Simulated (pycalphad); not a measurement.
CALPHAD calculation (pycalphad, COST 507 light-alloy database (1999)), 1 atm. The data set is of 1999 and partly superseded. Amounts are mole fractions of atoms. Diffusion is slow at the low end, where real alloys seldom reach equilibrium.

### Question
Give the equilibrium state of Ti-34.01Hf-0.03738B (wt.%) at 1377 °C.

### Answer
```
T = 1650.00 K, P = 101325 Pa, N = 1 mol of atoms
G = -103086 J/mol, H = 45964 J/mol, S = 90.33 J/(mol K)  (SER reference)
chemical potentials (J/mol): Ti -96659, Hf -147885, B -196103
phase             fraction      x(Ti)      x(Hf)       x(B)
BCC_A2              0.9995     0.8768     0.1213     0.0019
BM                  0.0005     0.4861     0.0139     0.5000
```

### Question
Give the equilibrium state of Ti-34.01Hf-0.03738B (wt.%) at 277 °C.

### Answer
hcp, fraction 0.996, with 34.1 Hf, <0.01 B wt.%; BM, fraction 0.004, with 0.99 Hf, 18.3 B wt.%.

Database names, with the compositions (at.%) that they take in these runs: BM: Ti 49 B 50 Hf 0. BCC_A2 is bcc.
